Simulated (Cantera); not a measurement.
An adiabatic, constant-pressure homogeneous reactor starts with CH3OH : O2 : N2 = 1 : 2.5 : 9.4 (molar parts), equivalence ratio 0.60, at 1625 K and 0.819 atm. Integrator tolerance rtol = 1e-08.

Cantera simulation using GRI-Mech 3.0 (53 species, 325 reactions); the numbers are that mechanism's predictions, not measurements. GRI-Mech 3.0 was tuned for natural gas; its chemistry of methanol as a main component is partial and can be far from experiment.

Q: What does this change do: CH3OH 1 to 1.8 parts?

A: 
```tsv
quantity	before	after
time of steepest temperature rise	0.121 ms	94.4 µs
temperature at 2.00 s	2581 K	2746 K
equilibrium temperature	2581 K	2746 K
x(CH3OH) at 2.00 s	<1e-12 (gas-phase equilibrium <1e-12)	<1e-12 (gas-phase equilibrium <1e-12)
x(O2) at 2.00 s	0.0689 (gas-phase equilibrium 0.0689)	0.0186 (gas-phase equilibrium 0.0186)
x(NO2) at 2.00 s	6.02e-6 (gas-phase equilibrium 6.02e-6)	1.70e-6 (gas-phase equilibrium 1.70e-6)
x(H2O2) at 2.00 s	2.63e-7 (gas-phase equilibrium 2.63e-7)	2.66e-7 (gas-phase equilibrium 2.66e-7)
x(C2H6) at 2.00 s	<1e-12 (gas-phase equilibrium <1e-12)	<1e-12 (gas-phase equilibrium <1e-12)
x(CO2) at 2.00 s	0.0593 (gas-phase equilibrium 0.0593)	0.0587 (gas-phase equilibrium 0.0587)
```

Q: What does this change do: initial temperature 1625 to 1750 K?

A: 
```tsv
quantity	before	after
time of steepest temperature rise	0.121 ms	52.4 µs
temperature at 2.00 s	2581 K	2637 K
equilibrium temperature	2581 K	2637 K
x(CH3OH) at 2.00 s	<1e-12 (gas-phase equilibrium <1e-12)	<1e-12 (gas-phase equilibrium <1e-12)
x(O2) at 2.00 s	0.0689 (gas-phase equilibrium 0.0689)	0.0689 (gas-phase equilibrium 0.0689)
x(NO2) at 2.00 s	6.02e-6 (gas-phase equilibrium 6.02e-6)	6.22e-6 (gas-phase equilibrium 6.22e-6)
x(H2O2) at 2.00 s	2.63e-7 (gas-phase equilibrium 2.63e-7)	2.85e-7 (gas-phase equilibrium 2.85e-7)
x(C2H6) at 2.00 s	<1e-12 (gas-phase equilibrium <1e-12)	<1e-12 (gas-phase equilibrium <1e-12)
x(CO2) at 2.00 s	0.0593 (gas-phase equilibrium 0.0593)	0.0557 (gas-phase equilibrium 0.0557)
```

Q: What does this change do: 0.61 parts H2 added?

A: 
```json
[
 {"quantity": "time of steepest temperature rise", "before": "0.121 ms", "after": "0.102 ms"},
 {"quantity": "temperature at 2.00 s", "before": "2581 K", "after": "2669 K"},
 {"quantity": "equilibrium temperature", "before": "2581 K", "after": "2669 K"},
 {"quantity": "x(CH3OH) at 2.00 s", "before": "<1e-12 (gas-phase equilibrium <1e-12)", "after": "<1e-12 (gas-phase equilibrium <1e-12)"},
 {"quantity": "x(O2) at 2.00 s", "before": "0.0689 (gas-phase equilibrium 0.0689)", "after": "0.0500 (gas-phase equilibrium 0.0500)"},
 {"quantity": "x(NO2) at 2.00 s", "before": "6.02e-6 (gas-phase equilibrium 6.02e-6)", "after": "4.55e-6 (gas-phase equilibrium 4.55e-6)"},
 {"quantity": "x(H2O2) at 2.00 s", "before": "2.63e-7 (gas-phase equilibrium 2.63e-7)", "after": "3.25e-7 (gas-phase equilibrium 3.25e-7)"},
 {"quantity": "x(C2H6) at 2.00 s", "before": "<1e-12 (gas-phase equilibrium <1e-12)", "after": "<1e-12 (gas-phase equilibrium <1e-12)"},
 {"quantity": "x(CO2) at 2.00 s", "before": "0.0593 (gas-phase equilibrium 0.0593)", "after": "0.0499 (gas-phase equilibrium 0.0499)"}
]
```
